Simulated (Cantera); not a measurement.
Cantera run, input and output.

```python
import numpy as np
import cantera as ct

gas = ct.Solution("gri30.yaml")
gas.TPX = 675, 87000, {'CH4': 1, 'O2': 2, 'N2': 9}
flame = ct.FreeFlame(gas, width=0.044)
flame.set_refine_criteria(ratio=3, slope=0.08, curve=0.16)
flame.transport_model = "mixture-averaged"
flame.solve(loglevel=0, auto=True)
z, T = flame.grid, flame.T
thick = (T[-1] - T[0]) / np.gradient(T, z).max()
show = ['CH4', 'O2', 'OH', 'C2H', 'CH2CO', 'C2H2']
print(f"laminar burning velocity  {flame.velocity[0] * 100:.3f} cm/s")
print(f"burnt temperature         {T[-1]:.1f} K")
print(f"thermal thickness         {thick * 1e3:.4f} mm")
print(f"grid points               {len(z)}")
z0 = z[flame.heat_release_rate.argmax()]
print(f"{'z/mm':>9s}{'T/K':>9s}{'u/(m/s)':>9s}" + "".join(f"{s:>11s}" for s in show))
rows = []
for k in (-3, -2, -1.5, -1, -0.5, -0.25, 0, 0.25, 0.5, 1, 2, 4, 8):
    zz = z0 + k * thick
    rows.append([k * thick, np.interp(zz, z, T), np.interp(zz, z, flame.velocity),
                 *(np.interp(zz, z, flame.X[gas.species_index(s)]) for s in show)])
    print(f"{rows[-1][0] * 1e3:9.3f}{rows[-1][1]:9.1f}{rows[-1][2]:9.3f}" + "".join(f"{x:11.3e}" for x in rows[-1][3:]))
```

Output:

```
laminar burning velocity  133.658 cm/s
burnt temperature         2290.1 K
thermal thickness         0.4206 mm
grid points               152
     z/mm      T/K  u/(m/s)        CH4         O2         OH        C2H      CH2CO       C2H2
   -1.262    675.2    1.338  8.324e-02  1.665e-01  1.705e-11  1.227e-23  4.944e-10  1.675e-09
   -0.841    676.8    1.343  8.296e-02  1.661e-01  1.717e-09  1.184e-20  1.012e-08  2.685e-08
   -0.631    682.9    1.359  8.231e-02  1.654e-01  3.149e-08  1.048e-18  7.361e-08  1.607e-07
   -0.421    724.9    1.449  7.905e-02  1.620e-01  1.160e-06  7.207e-16  9.930e-07  1.587e-06
   -0.210   1027.1    2.080  5.849e-02  1.372e-01  4.050e-05  1.572e-11  2.464e-05  2.281e-05
   -0.105   1389.4    2.841  3.277e-02  1.018e-01  3.590e-04  5.250e-09  8.853e-05  7.341e-05
    0.000   1744.7    3.596  7.991e-03  5.862e-02  2.290e-03  2.047e-07  1.005e-04  1.321e-04
    0.105   1891.6    3.900  6.084e-04  3.311e-02  5.961e-03  1.363e-07  1.654e-05  2.436e-05
    0.210   1931.0    3.968  2.394e-05  2.423e-02  7.814e-03  6.542e-09  7.444e-07  8.095e-07
    0.421   1974.2    4.036  4.619e-08  1.958e-02  8.456e-03  6.928e-12  1.276e-09  7.199e-10
    0.841   2029.8    4.132  1.106e-11  1.703e-02  8.319e-03  9.714e-16  3.343e-13  9.326e-14
    1.683   2097.0    4.250  1.934e-16  1.464e-02  7.704e-03  5.009e-22  1.538e-18  4.708e-20
    3.365   2165.1    4.369  8.354e-17  1.205e-02  6.704e-03  4.150e-23  5.674e-19  4.054e-21
```

Computed with Cantera and GRI-Mech 3.0 (53 species, 325 reactions). Burning velocities carry a grid error of a few per cent, more on coarse grids.
